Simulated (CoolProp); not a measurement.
Vapour pressure (MPa) of R1123: the reference equation beside estimates from Tc = 58.6 °C, pc = 4.549 MPa, ω = 0.243. Clausius-Clapeyron is anchored at -8.65 °C with a constant enthalpy of vaporisation of 14.86 kJ/mol.

Values from CoolProp's reference Helmholtz-energy equation of state, Akasaka 2020.

```tsv
T (°C)	reference	Lee-Kesler	Clausius-Clapeyron	van der Waals	Redlich-Kwong	Soave-Redlich-Kwong	Peng-Robinson
-12.25	0.7445	0.7488	0.7605	1.611	0.9898	0.7515	0.7425
-8.65	0.8348	0.8397	0.8348	1.717	1.092	0.8435	0.8330
-5.05	0.9330	0.9384	0.9141	1.828	1.202	0.9437	0.9317
-1.45	1.040	1.045	0.9985	1.942	1.319	1.052	1.039
2.15	1.155	1.161	1.088	2.062	1.444	1.170	1.155
5.75	1.279	1.286	1.183	2.186	1.576	1.297	1.281
9.35	1.414	1.420	1.284	2.314	1.717	1.435	1.416
12.95	1.558	1.565	1.390	2.447	1.866	1.582	1.562
16.45	1.709	1.716	1.499	2.581	2.018	1.736	1.714
20.05	1.875	1.882	1.618	2.723	2.184	1.905	1.883
23.65	2.053	2.059	1.742	2.870	2.358	2.086	2.063
27.25	2.243	2.249	1.872	3.021	2.542	2.279	2.255
```

Absolute difference from the reference over all 12 rows, mean and median: Lee-Kesler 0.5 and 0.5 %, Clausius-Clapeyron 8.3 and 8.3 %, van der Waals 70.5 and 67.3 %, Redlich-Kwong 22.6 and 22.3 %, Soave-Redlich-Kwong 1.4 and 1.4 %, Peng-Robinson 0.3 and 0.2 %.
